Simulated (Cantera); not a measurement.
Feed: 1 mol Fe₃O₄, 0.74 mol CH₄, 0.11 mol H₂, held at 2600 K and 1730 Torr.

These are equilibrium values from Cantera (NASA tables, ideal gas, pure condensed phases), not measurements of a reactor. Candidate condensed phases: C, C₆H₆, C₇H₈, C₈H₁₈, Fe, Fe(CO)₅, FeO, Fe(OH)₂, Fe(OH)₃, Fe₂O₃, Fe₃O₄, H₂O; 114 gas species. Each liquid is taken as pure. Mutual solubility and eutectic melting of coexisting phases are not modelled. The tables' stoichiometric FeO is somewhat more stable than real wüstite, so its field is too wide. FeO: taken at fixed stoichiometry. The numbers say what is thermodynamically allowed, not how fast it happens.

Base state: H₂ 0.434, CO 0.284, H₂O 0.214, Fe 0.0259, CO₂ 0.0217, H 0.0167, OH 0.00190, FeO 0.000764 (mole fractions); condensed: Fe(l) + FeO(l).

### Question
What changes in the equilibrium state with this change: temperature from 2600 K to 2150 K?

### Answer
```json
[
 {"species": "H₂", "before": "0.434", "after": "0.460"},
 {"species": "CO", "before": "0.284", "after": "0.290"},
 {"species": "H₂O", "before": "0.214", "after": "0.220"},
 {"species": "Fe", "before": "0.0259", "after": "0.000754"},
 {"species": "H", "before": "0.0167", "after": "0.00189"},
 {"species": "CO₂", "before": "0.0217", "after": "0.0271"},
 {"species": "O", "before": "4.74e-5", "after": "3.37e-7"},
 {"species": "FeO", "before": "0.000764", "after": "1.00e-5"},
 {"species": "OH", "before": "0.00190", "after": "0.000116"},
 {"species": "Fe(OH)₂", "before": "0.000636", "after": "0.000162"},
 {"species": "Fe(l), mol", "before": "0.254", "after": "0.316"},
 {"species": "FeO(l), mol", "before": "2.68", "after": "2.68"}
]
```
